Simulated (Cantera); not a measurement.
A closed system holds: 1 mol B, 4.2 mol O₂, 8.9 mol H₂O, held at 0.133 bar.

Equilibrium computed with Cantera from the NASA thermochemical tables; the gas is ideal and each condensed phase is pure. Candidate condensed phases: B, B₂O₃, B₃O₃H₃, H₂O; 23 gas species. Gases not in the tables: H₃BO₃. Kinetics and transport are ignored.

At 1150 K, list the 4 most abundant gas species with their mole fractions, and the condensed phases.

H₂O 0.716, O₂ 0.280, (HBO₂)₃ 0.00314, HBO₂ 0.000915. Condensed: B₂O₃(l).
